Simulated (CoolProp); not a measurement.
Vapour-liquid equilibrium of C2F6 (R116) (1) + R134a (2) at 257.1 K; x and y are mole fractions of (1).

The numbers come from the multi-fluid Helmholtz-energy mixture model, Lemmon 2006 and Tillner-Roth 1994; pair parameters Bell 2016 in CoolProp.

### Question
Give the bubble pressure and the first vapour's composition at x = 0.45, 0.65, 0.95. Is there an azeotrope?

### Answer
x = 0.45: 0.8780 MPa, y = 0.841; x = 0.65: 0.9787 MPa, y = 0.873; x = 0.95: 1.149 MPa, y = 0.970. No azeotrope shows between x = 0.05 and 0.95.

Pair parameters are fitted to limited data, so mixtures are less certain than the pure fluids. With so large a gap from Raoult's law the liquid may split in two, which this calculation doesn't test in full.
